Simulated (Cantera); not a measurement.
Charge: 1 mol CH₄, 0.81 mol CO₂, 7.3 mol H₂, at 2400 K and 278 Torr.

Method: chemical equilibrium by Gibbs-energy minimisation in Cantera with the NASA 1993 tables (ideal gas, pure condensed phases). Candidate condensed phases: C, C₆H₆, C₇H₈, C₈H₁₈, H₂O; 110 gas species. Kinetics and transport are ignored.

Base state: H₂ 0.824, CO 0.147, H 0.0237, C₂H₂ (acetylene) 0.00574, CH₄ 4.46e-5, CH₃ 2.36e-5, C₄H₂ 1.65e-5 (mole fractions); condensed: C(graphite).

Q: What changes in the equilibrium state with this change: pressure from 278 Torr to 8.25 Torr?

A: 
```json
[
 {"species": "H₂", "before": "0.824", "after": "0.727"},
 {"species": "CO", "before": "0.147", "after": "0.139"},
 {"species": "H", "before": "0.0237", "after": "0.129"},
 {"species": "CH₄", "before": "4.46e-5", "after": "1.03e-6"},
 {"species": "CH₃", "before": "2.36e-5", "after": "3.38e-6"},
 {"species": "C₂H", "before": "9.52e-6", "after": "5.19e-5"},
 {"species": "C(graphite), mol", "before": "0.0612", "after": "0.0693"}
]
```

Q: What changes in the equilibrium state with this change: pressure from 278 Torr to 750 Torr?

A: 
```json
[
 {"species": "H₂", "before": "0.824", "after": "0.832"},
 {"species": "CO", "before": "0.147", "after": "0.147"},
 {"species": "H", "before": "0.0237", "after": "0.0145"},
 {"species": "CH₄", "before": "4.46e-5", "after": "0.000123"},
 {"species": "CH₃", "before": "2.36e-5", "after": "3.95e-5"},
 {"species": "C₄H₂", "before": "1.65e-5", "after": "1.66e-5"},
 {"species": "C₂H₂ (acetylene)", "before": "0.00574", "after": "0.00580"},
 {"species": "C(graphite), mol", "before": "0.0612", "after": "0.0595"}
]
```
